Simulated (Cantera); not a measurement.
FeS2 + H2S + CO2 (roasting and sulfation)

Feed: 1 mol FeS2, 0.63 mol H2S, 0.45 mol CO2, held at 975 K and 13.3 mbar.

Method: chemical equilibrium by Gibbs-energy minimisation in Cantera with the NASA 1993 tables (ideal gas, pure condensed phases). Candidate condensed phases: C, C6H6, C7H8, C8H18, Fe, Fe(CO)5, FeO, Fe(OH)2, Fe(OH)3, FeS, FeSO4, FeS2, Fe2O3, Fe2(SO4)3, Fe3O4, H2O, H2SO4, S; 127 gas species. FeS: taken at fixed stoichiometry. Gases not in the tables: S3 to S7. Equilibrium is a limit: real reactors are often held back by kinetics, nucleation or transport.

- x(S2) = 0.341
- x(H2S) = 0.294
- x(CO2) = 0.208
- x(H2O) = 0.0663
- x(CO) = 0.0478
- x(H2) = 0.0243
- x(COS) = 0.0183
- x(CS2) = 0.000383
- x(SO2) = 0.000224
- n(FeS(s)) = 1.00 mol
- gas amount = 1.639 mol
- log10 activity of S(l) (absent) = -1.47
- log10 activity of C(graphite) (absent) = -3.85
- log10 activity of Fe(α) (absent) = -4.13
